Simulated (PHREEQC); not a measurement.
Phosphoric acid bath: speciation

Make-up at 25 °C: 0.011 mol/kgw KH2PO4 and 0.00026 mol/kgw K2HPO4. It is in equilibrium with CO2 at log p = 0 (atm). Otherwise closed; pH follows from the charge balance.

The numbers come from PHREEQC with the ion-association model, wateq4f.dat.

Each row changes one thing in this solution. Precipitation was switched off in this run.

```tsv
case	pH	ionic strength (mol/kgw)	HCO3- (mol/kgw)	H3PO4 (mol/kgw)	HPO4-2 (mol/kgw)	KHPO4- (mol/kgw)
as made	4.33	0.0116	0.000360	6.90e-5	2.05e-5	2.98e-7
KH2PO4 replaced by Na3PO4 at the same molality	6.07	0.0344	0.0208	1.07e-6	…	6.14e-7
K2HPO4 from 0.00026 to 2.6e-05 mol/kgw	4.11	0.0112	0.000214	…	1.18e-5	1.66e-7
KH2PO4 from 0.011 to 0.0165 mol/kgw	4.34	0.0171	0.000375	9.82e-5	3.31e-5	…
KH2PO4 left out	4.30	0.000571	…	1.84e-6	3.49e-7	3.17e-10
K2HPO4 from 0.00026 to 0.000234 mol/kgw	4.31	0.0115	…	7.26e-5	1.94e-5	2.81e-7
K2HPO4 left out	4.08	0.0111	0.000201	0.000120	1.11e-5	1.55e-7
0.0054 mol/kgw Ca(HCO3)2 added	5.75	0.0254	0.00986	2.19e-6	0.000534	6.55e-6
```

Q: Some entries are withheld; supply them.

A: 
- KH2PO4 replaced by Na3PO4 at the same molality, HPO4-2 (mol/kgw): 0.00120
- K2HPO4 from 0.00026 to 2.6e-05 mol/kgw, H3PO4 (mol/kgw): 0.000113
- KH2PO4 from 0.011 to 0.0165 mol/kgw, KHPO4- (mol/kgw): 6.57e-7
- KH2PO4 left out, HCO3- (mol/kgw): 0.000313
- K2HPO4 from 0.00026 to 0.000234 mol/kgw, HCO3- (mol/kgw): 0.000341

Species that the database lacks are ignored. Some of these states are supersaturated (in Hydroxyapatite, for instance). H3PO4, which wateq4f.dat lacks, is added to it with the constant of phreeqc.dat.
